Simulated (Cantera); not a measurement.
An isothermal, constant-pressure homogeneous reactor starts with 0.0992 % CO, 0.357 % O2, 0.318 % H2O, 99.2 % N2, equivalence ratio 0.14, at 1325 K and 5.00 bar.

Detailed kinetics in Cantera: GRI-Mech 3.0 (53 species, 325 reactions).

x: mole fraction; the columns are a selection and need not sum to one.

```tsv
t (s)	x CO	x O2	x H2O	x H2	x N2O	x NO	x CO2
3.00e-6	0.000992	0.00357	0.00318	<1e-12	<1e-12	<1e-12	1.58e-11
1.61e-5	0.000992	0.00357	0.00318	<1e-12	<1e-12	<1e-12	8.60e-11
8.66e-5	0.000992	0.00357	0.00318	4.83e-12	<1e-12	<1e-12	5.47e-10
0.000465	0.000992	0.00357	0.00318	7.20e-10	1.12e-11	<1e-12	…
0.00250	0.000891	0.00352	0.00316	7.37e-6	9.22e-8	5.86e-10	…
0.0134	0.000126	0.00314	0.00317	2.47e-6	9.89e-7	3.13e-8	…
0.0721	3.26e-6	0.00308	0.00318	9.96e-8	8.34e-7	4.96e-8	0.000989
0.387	1.60e-8	0.00308	0.00318	6.48e-9	6.24e-8	5.28e-8	0.000993
2.08	2.01e-9	0.00308	0.00318	3.46e-9	1.04e-8	5.30e-8	0.000993
11.2	2.01e-9	0.00308	0.00318	3.46e-9	1.04e-8	5.35e-8	0.000993
60.0	2.01e-9	0.00308	0.00318	3.46e-9	1.04e-8	5.60e-8	0.000993
```

Some entries are withheld; supply them.


- 0.000465, x CO2: 1.28e-8
- 0.00250, x CO2: 0.000101
- 0.0134, x CO2: 0.000867
